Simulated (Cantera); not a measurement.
An isothermal, constant-pressure homogeneous reactor starts with NO : N₂ = 1 : 1.3 (molar parts), at 1900 K and 1.20 bar. Integrator tolerance rtol = 1e-08.

Computed with Cantera and GRI-Mech 3.0 (53 species, 325 reactions).

What does this change do: 0.11 parts H2O added?


| quantity | before | after |
|---|---|---|
| x(NO) at 3.00 s | 0.110 (gas-phase equilibrium 0.00579) | 0.106 (gas-phase equilibrium 0.00552) |
| x(N₂O) at 3.00 s | 5.46e-6 (gas-phase equilibrium 3.58e-7) | 4.11e-6 (gas-phase equilibrium 3.33e-7) |
| x(O₂) at 3.00 s | 0.162 (gas-phase equilibrium 0.214) | 0.154 (gas-phase equilibrium 0.204) |
| x(O) at 3.00 s | 0.000111 (gas-phase equilibrium 0.000127) | 0.000108 (gas-phase equilibrium 0.000124) |
| x(N₂) at 3.00 s | 0.727 (gas-phase equilibrium 0.780) | 0.694 (gas-phase equilibrium 0.744) |
| x(NO₂) at 3.00 s | 0.000219 (gas-phase equilibrium 1.32e-5) | 0.000205 (gas-phase equilibrium 1.23e-5) |
